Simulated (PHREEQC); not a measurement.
Make-up at 25 °C: 0.02 mol/kgw HCl, 0.00015 mol/kgw LiCl and 7.1e-05 mol/kgw Fe2(SO4)3. Closed to the air; pH follows from the charge balance.

Model: ion-association model, phreeqc.dat, run in PHREEQC.

```csv
quantity,before,after
pH,1.75,1.76
ionic strength (mol/kgw),0.0208,0.0206
HSO4- (mol/kgw),0.000103,0.000152
SO4-2 (mol/kgw),9.04e-5,5.13e-5
Fe+3 (mol/kgw),7.93e-5,3.58e-5
FeCl+2 (mol/kgw),2.48e-5,3.27e-5
SI of Goethite (FeOOH),+1.69,+2.58
SI of Hematite (Fe2O3),+5.39,+7.33
```

Problem. Name the change that produced these shifts.
A) Fe2(SO4)3 from 7.1e-05 to 0.000355 mol/kgw
B) diluted 2-fold with water
C) HCl left out
D) temperature from 25 to 65 °C

Solution. D, temperature from 25 to 65 °C

No solid was allowed to form. Some of these states are supersaturated (in Hematite (slow to form), Goethite (slow to form), for instance). Away from 25 °C the constants follow the database's enthalpies or fits; those with neither stay at their 25 °C values.
